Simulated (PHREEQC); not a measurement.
Make-up at 20 °C: 0.23 mol/kgw H3PO4, 0.00028 mol/kgw K2HPO4 and 0.00071 mol/kgw ZnSO4. Closed to the air; pH follows from the charge balance.

Equilibrium calculation in PHREEQC: ion-association model, wateq4f.dat.

This is a speciation only: nothing precipitates in the calculation.

Task: Order these S species by the share of S that they hold, largest first: SO4-2, ZnSO4, HSO4-.

Result: HSO4- (64 %), SO4-2 (35 %), ZnSO4 (1.3 %)

The pH is 1.43 and the ionic strength 0.0459 mol/kgw. H3PO4, which wateq4f.dat lacks, is added to it with the constant of phreeqc.dat. The database has no phosphate complexes of Zn.
